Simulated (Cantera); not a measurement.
Mixture: CH₄ : CO : O₂ : N₂ : H₂O = 1 : 0.082 : 3.19 : 9.89 : 4.1 (molar parts), at 230000 Pa, adiabatic and at constant volume. Ignition delay is the time to a rise of 400 K.

Cantera simulation using GRI-Mech 3.0 (53 species, 325 reactions); the numbers are that mechanism's predictions, not measurements.

Q: Predict: delay at 1000 K; delay at 1075 K; delay at 1150 K; delay at 1225 K; delay at 1300 K; delay at 1375 K; apparent activation energy between 1225 and 1375 K.

A: 
```
Property                                                Result
--------------------------------------------------  ----------
delay at 1000 K                                        0.395 s
delay at 1075 K                                        0.114 s
delay at 1150 K                                        38.7 ms
delay at 1225 K                                        14.6 ms
delay at 1300 K                                        5.91 ms
delay at 1375 K                                        2.50 ms
apparent activation energy between 1225 and 1375 K  160 kJ/mol
```
